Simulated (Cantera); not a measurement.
Charge: 1 mol SiH₂Cl₂, 0.11 mol H₂O, 0.54 mol H₂, equilibrated at 1973 K and 73.0 Pa.

Equilibrium computed with Cantera from the NASA thermochemical tables; the gas is ideal and each condensed phase is pure. Candidate condensed phases: H₂O, Si, SiO₂; 30 gas species. The tables' values for SiCl, SiCl₃ are old estimates; treat these amounts as uncertain. Gases not in the tables: Si₂H₆ and higher silanes. The numbers say what is thermodynamically allowed, not how fast it happens.

Base state: H₂ 0.438, SiCl₂ 0.224, HCl 0.199, Si 0.0432, SiO 0.0370, H 0.0331, SiCl 0.0119, Cl 0.0112 (mole fractions); condensed: Si(l).

Problem. What changes in the equilibrium state with this change: temperature from 1973 K to 1448 K?

Solution. 
```csv
species,before,after
H₂,0.438,0.499
SiCl₂,0.224,0.251
HCl,0.199,0.202
Si,0.0432,4.01e-6
H,0.0331,0.000241
SiCl,0.0119,3.57e-5
Cl,0.0112,7.94e-5
SiO,0.0370,0.0400
Si₂,0.000419,3.49e-9
Si₃,9.11e-5,<1e-9
SiH,0.000559,3.06e-7
SiCl₄,1.14e-6,0.000682
SiHCl₃,9.25e-7,0.000144
"Si(l), mol",0.0525,0
"Si(s), mol",0,0.179
```
The tables' values for SiCl₃, SiCl are old estimates; treat these amounts as uncertain.
